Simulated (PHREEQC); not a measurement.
Leach liquor (model solution)

Make-up at 45 °C: 0.0023 mol H2SO4 and 4.2e-06 mol FeSO4 per kg of water. Closed to the air; pH follows from the charge balance.

Equilibrium calculation in PHREEQC: ion-association model, wateq4f.dat.

This is a speciation only: nothing precipitates in the calculation.

Estimate the pH, ionic strength.

pH 2.44; ionic strength 0.00550 mol/kgw.

In which forms is S present?

SO4-2 69 %, HSO4- 31 % of the S.

Complexes and solids missing from the database can't appear. Away from 25 °C the constants follow the database's enthalpies or fits; those with neither stay at their 25 °C values.
